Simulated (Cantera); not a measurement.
Source: NASA polynomial tables (part measured, part estimated), evaluated in Cantera. Values are per mole of reaction as written; species without (g) are pure solids or liquids, kept so even where they would boil at 1 bar.

Problem. Between 300 and 1373 K, where is each reaction favourable under standard conditions?
- 11 C + 8 SiH3(g) = 3 Si2C(g) + 2 Si(CH3)4(g)

Solution. 
- 11 C + 8 SiH3(g) = 3 Si2C(g) + 2 Si(CH3)4(g): ΔG° is -538 kJ at 300 K and -151 kJ at 1373 K; it stays negative (K > 1). ΔH° is -672 kJ and ΔS° -379 J/K at 1373 K.
